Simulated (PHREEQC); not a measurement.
Solution (25 °C): 0.2 mol NH4HF2 and 0.0019 mol (NH4)2SiF6 per kg of water. Closed to the air; pH follows from the charge balance.

All values are PHREEQC results (ion-association model, phreeqc.dat), not measurements.

Each row changes one thing in this solution. No solid was allowed to form.

```tsv
case	pH	ionic strength (mol/kgw)	F- (mol/kgw)	HF (mol/kgw)	HF2- (mol/kgw)	NH3 (mol/kgw)	SI of Quartz (SiO2)
as made	3.01	0.207	0.134	0.132	0.0671	7.70e-8	-11.27
NH4HF2 from 0.2 to 0.18 mol/kgw	3.02	0.187	0.124	0.121	0.0573	7.20e-8	-11.04
NH4HF2 from 0.2 to 0.22 mol/kgw	3.00	0.227	0.144	0.141	0.0773	8.17e-8	-11.47
NH4HF2 from 0.2 to 0.1 mol/kgw	[?]	0.107	0.0783	0.0761	0.0228	4.85e-8	-9.77
NH4HF2 from 0.2 to 0.4 mol/kgw	2.95	0.407	0.221	0.218	0.180	1.15e-7	[?]
temperature from 25 to 80 °C	3.46	0.206	0.130	0.129	0.0708	5.39e-6	-8.16
temperature from 25 to 90 °C	3.55	0.206	0.131	0.130	0.0695	1.06e-5	-7.65
```

### Question
What belongs in the gaps?

### Answer

- NH4HF2 from 0.2 to 0.1 mol/kgw, pH: 3.06
- NH4HF2 from 0.2 to 0.4 mol/kgw, SI of Quartz (SiO2): -12.70

Species that the database lacks are ignored. Constants without temperature data keep their 25 °C values here. SiF6-2 is the database's only silicon fluoride.
